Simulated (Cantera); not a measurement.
What does this Cantera script print?

```python
import numpy as np
import cantera as ct

gas_names = """
    H HNO HNO2 HNO3 HO2 H2 H2O H2O2 N NH NH2 NH3 NH2OH NO NO2 NO3 N2 N2H2 N2H4 N2O O OH O2 O3 Pb PbO Pb2
""".split()
cond_names = """
    H2O(s) H2O(L) Pb(cr) Pb(L) PbO(rd) PbO(yw) PbO(L) PbO2(s) Pb3O4(s)
""".split()


# ... load() reads the species with a 1 bar reference pressure and builds the phases ...
atoms = {
    'PbO': {'Pb': 1, 'O': 1},
    'H2': {'H': 2},
    'N2': {'N': 2},
    'O2': {'O': 2},
}
top_T = {'Pb3O4(s)': 820}  # K; cautious upper limits of use, not melting points


# ... equilibrate(T, P, feed) seeds the gas with the atoms and calls Mixture.equilibrate('TP', solver="vcs", rtol=1e-11, max_steps=5000) ...
results = []
feed = {'PbO': 1, 'H2': 0.36, 'N2': 0.18, 'O2': 2.9}  # mol
P = 6100  # Pa
for T in [523, 623, 723, 823, 923, 1023, 1123, 1223, 1323, 1423, 1523]:
    mix = equilibrate(T, P, feed)
    results.append((T, P, feed, dict(zip(mix.species_names, mix.species_moles))))

top = {s: max(r[3][s] / sum(r[3][g] for g in gas_names) for r in results) for s in gas_names}
cols = sorted((s for s in top if top[s] > 0.0001), key=lambda s: -top[s])[:5]
seen = [c for c in cond_names if any(r[3].get(c, 0) > 1e-12 for r in results)]
print("log10 of partial pressures in bar; condensed amounts in mol")
print(f"{'T/K':>10s}" + "".join(f"{s[:9]:>10s}" for s in cols + seen))
for T, P, feed, n in results:
    ng = sum(n[g] for g in gas_names)
    print(f"{T:10.4g}" + "".join(f"{np.log10(max(n[s] / ng * P / 1e5, 1e-99)):10.3f}" for s in cols)
          + "".join(f"{n.get(c, 0):10.4g}" for c in seen))
```

Result:

```
log10 of partial pressures in bar; condensed amounts in mol
       T/K        O2       PbO       H2O        N2        Pb   PbO(rd)   PbO(yw)    PbO(L)  Pb3O4(s)
       523    -1.298   -20.214    -2.149    -2.450   -30.045         0         0         0    0.3333
       623    -1.293   -15.394    -2.172    -2.473   -23.218         1         0         0         0
       723    -1.293   -12.111    -2.172    -2.473   -18.479         1         0         0         0
       823    -1.293    -9.644    -2.172    -2.473   -14.910         0         1         0         0
       923    -1.293    -7.725    -2.172    -2.473   -12.127         0         1         0         0
      1023    -1.293    -6.192    -2.172    -2.473    -9.898         0         1         0         0
      1123    -1.293    -4.941    -2.172    -2.473    -8.076         0    0.9994         0         0
      1223    -1.294    -3.965    -2.172    -2.474    -6.619         0         0    0.9942         0
      1323    -1.298    -3.176    -2.176    -2.478    -5.421         0         0    0.9637         0
      1423    -1.317    -2.505    -2.195    -2.498    -4.391         0         0    0.8215         0
      1523    -1.389    -1.929    -2.270    -2.573    -3.474         0         0      0.19         0
```

Cantera equilibrium calculation (NASA polynomials, part measured and part estimated; ideal gas, pure solids and liquids). Gases not in the tables: (PbO)n polymers.
